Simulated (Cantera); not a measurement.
Input (Python, Cantera):

```python
import numpy as np
import cantera as ct

gas = ct.Solution("gri30.yaml")
gas.TPX = 773, 920000, {'CH4': 1, 'C2H6': 0.031, 'O2': 2.48, 'N2': 9.33}
inlet = ct.Reservoir(gas, clone=True)
gas.equilibrate("HP")  # start burning
reactor = ct.IdealGasConstPressureReactor(gas, energy="on", clone=False)
exhaust = ct.Reservoir(gas, clone=True)
tau = [0.32, 0.13, 0.049, 0.019, 0.0076, 0.003, 0.0012, 0.00046, 0.00018, 7e-05, 2.7e-05][0]
for a, b in ((inlet, reactor), (reactor, exhaust)):
    ct.MassFlowController(a, b, mdot=lambda t: reactor.mass / tau)
net = ct.ReactorNet([reactor])
show = ['CH4', 'C2H6', 'O2', 'H2O2', 'CO2']

rows = []
print(f"{'tau/s':>10s}{'T/K':>9s}" + "".join(f"{s:>11s}" for s in show))
for tau in [0.32, 0.13, 0.049, 0.019, 0.0076, 0.003, 0.0012, 0.00046, 0.00018, 7e-05, 2.7e-05]:
    net.initial_time = 0.0
    net.advance(30 * tau)
    before = gas.X
    net.advance(40 * tau)
    drift = np.max(np.abs(gas.X - before) / (gas.X + 1e-9))
    rows.append([gas.T, *gas[show].X, drift])
    print(f"{tau:10.3e}{gas.T:9.1f}" + "".join(f"{x:11.3e}" for x in gas[show].X))
```

Result:

```
     tau/s      T/K        CH4       C2H6         O2       H2O2        CO2
 3.200e-01   2397.8  8.554e-08  3.309e-10  2.660e-02  4.404e-07  7.893e-02
 1.300e-01   2398.2  2.095e-07  8.117e-10  2.675e-02  4.423e-07  7.891e-02
 4.900e-02   2399.3  5.490e-07  2.136e-09  2.710e-02  4.469e-07  7.888e-02
 1.900e-02   2400.7  1.385e-06  5.433e-09  2.769e-02  4.549e-07  7.880e-02
 7.600e-03   2401.7  3.350e-06  1.335e-08  2.844e-02  4.658e-07  7.863e-02
 3.000e-03   2400.0  8.080e-06  3.322e-08  2.920e-02  4.799e-07  7.824e-02
 1.200e-03   2392.5  1.865e-05  8.144e-08  2.999e-02  5.016e-07  7.737e-02
 4.600e-04   2374.1  4.231e-05  2.060e-07  3.111e-02  5.487e-07  7.553e-02
 1.800e-04   2340.5  8.923e-05  5.015e-07  3.290e-02  6.455e-07  7.229e-02
 7.000e-05   2287.0  1.873e-04  1.214e-06  3.574e-02  8.228e-07  6.723e-02
 2.700e-05   2208.7  4.247e-04  3.069e-06  4.037e-02  1.118e-06  5.961e-02
```

Detailed kinetics in Cantera: GRI-Mech 3.0 (53 species, 325 reactions).
